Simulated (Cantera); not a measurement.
Charge: 1 mol Cr, 1.1 mol NH3, a varied amount of N2, at 1648.15 K and 2.80 Pa.

Cantera equilibrium calculation (NASA polynomials, part measured and part estimated; ideal gas, pure solids and liquids). Candidate condensed phases: Cr, CrN, Cr2N; 11 gas species. The numbers say what is thermodynamically allowed, not how fast it happens.

x: gas mole fraction; nothing condenses.

```tsv
n(N2) (mol)	x N2	x H2	x Cr	x H
10	0.797	0.122	0.0755	0.00588
12	0.823	0.106	0.0656	0.00547
15	0.852	0.0879	0.0548	0.00500
18	0.873	0.0753	0.0471	0.00463
22	0.893	0.0632	0.0396	?
27	0.910	0.0526	0.0330	?
33	0.925	0.0437	0.0276	?
40	0.937	0.0365	0.0231	?
48	0.947	0.0307	0.0195	?
58	0.955	0.0256	0.0163	?
71	0.963	0.0210	0.0135	?
```

### Question
Complete the blanks.

### Answer

- 22, x H: 0.00424
- 27, x H: 0.00387
- 33, x H: 0.00352
- 40, x H: 0.00322
- 48, x H: 0.00295
- 58, x H: 0.00270
- 71, x H: 0.00244
